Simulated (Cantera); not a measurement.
An isothermal, constant-pressure homogeneous reactor starts with CH2O : O2 : N2 = 0.0092 : 0.0021 : 1 (molar parts), at 1248 K and 10.0 bar.

Cantera simulation using GRI-Mech 3.0 (53 species, 325 reactions); the numbers are that mechanism's predictions, not measurements.

Question: Predict: x(H) at 2.00 s; x(H2O) at 2.00 s.

Answer: 
```
Quantity                                           Result
----------------  ---------------------------------------
x(H) at 2.00 s    1.57e-8 (gas-phase equilibrium 1.21e-8)
x(H2O) at 2.00 s  0.00333 (gas-phase equilibrium 0.00241)
```
